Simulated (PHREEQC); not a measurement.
Make-up at 20 °C: 3.7 mmol/kgw K2SO4. Closed to the air; pH follows from the charge balance.

Computed with PHREEQC (ion-association model, wateq4f.dat).

Q: The ionic strength comes out as 0.0109 mol/kgw. What activity coefficients do KSO4-, SO4-2, K+ get?

A: KSO4- 0.90, SO4-2 0.66, K+ 0.90.

Precipitation was switched off in this run.
